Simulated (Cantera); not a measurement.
## Stirred combustor or abatement burner

A perfectly stirred reactor is fed with CO : H₂ : O₂ : N₂ = 1 : 0.03 : 0.286 : 1.08 (molar parts), at 4.80 bar; it is adiabatic with a 550 K inlet, and is followed from long to short residence time, starting on the burning branch (τ in s: 0.48, 0.2, 0.082, 0.034, 0.014, 0.0057, 0.0023, 0.00096, 0.0004, 0.00016, 6.7e-05, 2.8e-05).

Detailed kinetics in Cantera: GRI-Mech 3.0 (53 species, 325 reactions). The hydrogen kinetics of GRI-Mech 3.0 are dated; newer H2 mechanisms differ, most at raised pressure.

| τ (s) | T (K) | x CO | x H₂ | x O₂ | x CO₂ | x N₂O | x H₂O | x OH |
|---|---|---|---|---|---|---|---|---|
| 0.48 | 2431 | 0.216 | 0.00169 | 0.000218 | 0.257 | 5.16e-8 | 0.0121 | 0.000497 |
| 0.20 | 2430 | 0.216 | 0.00169 | 0.000252 | 0.257 | 5.55e-8 | 0.0121 | 0.000525 |
| 0.082 | 2427 | 0.217 | 0.00169 | 0.000333 | 0.257 | 6.46e-8 | 0.0120 | 0.000587 |
| 0.034 | 2423 | 0.217 | 0.00168 | 0.000511 | 0.256 | 8.33e-8 | 0.0119 | 0.000709 |
| 0.014 | 2413 | 0.218 | 0.00167 | 0.000897 | 0.255 | 1.18e-7 | 0.0117 | 0.000927 |
| 0.0057 | 2395 | 0.219 | 0.00166 | 0.00172 | 0.253 | 1.78e-7 | 0.0114 | 0.00127 |
| 0.0023 | 2361 | 0.223 | 0.00166 | 0.00335 | 0.248 | 2.64e-7 | 0.0108 | 0.00174 |
| 0.00096 | 2305 | 0.228 | 0.00167 | 0.00612 | 0.241 | 3.68e-7 | 0.0101 | 0.00227 |
| 0.00040 | 2218 | 0.236 | 0.00169 | 0.0103 | 0.229 | 4.73e-7 | 0.00915 | 0.00273 |
| 0.00016 | 2090 | 0.247 | 0.00170 | 0.0159 | 0.214 | 5.63e-7 | 0.00792 | 0.00296 |
| 6.7e-5 | 1931 | 0.261 | 0.00165 | 0.0227 | 0.194 | 6.27e-7 | 0.00670 | 0.00279 |
| 2.8e-5 | 1707 | 0.285 | 0.00159 | 0.0355 | 0.163 | 6.96e-7 | 0.00637 | 0.00211 |
x: mole fraction; the columns are a selection and need not sum to one.
